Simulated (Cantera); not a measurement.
Feed: 1 mol SiC, 3.5 mol N₂O, 510 mol H₂, equilibrated at 1948 K and 750 Torr.

Cantera equilibrium calculation (NASA polynomials, part measured and part estimated; ideal gas, pure solids and liquids). Candidate condensed phases: C, C₆H₆, C₇H₈, C₈H₁₈, H₂O, Si, SiC, SiO₂, Si₂N₂O, Si₃N₄; 151 gas species. The numbers say what is thermodynamically allowed, not how fast it happens.

Base state: H₂ 0.985, N₂ 0.00678, H₂O 0.00291, SiO 0.00194, CO 0.00194, H 0.00112 (mole fractions); condensed: gas only.

Q: What changes in the equilibrium state with this change: N₂O from 3.5 to 0.014 mol?

A: 
```
species       before    after
-----------  -------  -------
H₂             0.985    0.999
H            0.00112  0.00113
CH₄          4.52e-8  4.44e-5
N₂           0.00678  2.45e-5
H₂O          0.00291  2.19e-8
SiH₂         4.02e-8  3.87e-5
Si           1.21e-8  1.15e-5
SiO          0.00194  1.37e-5
SiC(s), mol        0    0.962
```
Gases not in the tables: Si₂H₆ and higher silanes.
